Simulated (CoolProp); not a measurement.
The fluid at 437.97 K and 0.356 MPa (gas) is heated at constant pressure to 466.5 K. The same conditions are run with several fluids, on thermodynamics alone (safety and materials aside).

Model: reference Helmholtz-energy equation of state of each fluid (1,2-dichloroethane: Thol 2015; sulfur hexafluoride: Guder 2009; propane: Lemmon 2009; isohexane: Lemmon 2006), in CoolProp.

| fluid | heat (kJ/kg) | final density (kg/m³) |
|---|---|---|
| 1,2-dichloroethane | … | 9.51 |
| sulfur hexafluoride | 24.2 | 13.5 |
| propane | … | 4.10 |
| isohexane | 68.7 | … |

Task: Some entries are withheld; supply them.

Result: 
- 1,2-dichloroethane, heat (kJ/kg): 29.0
- propane, heat (kJ/kg): 67.5
- isohexane, final density (kg/m³): 8.35
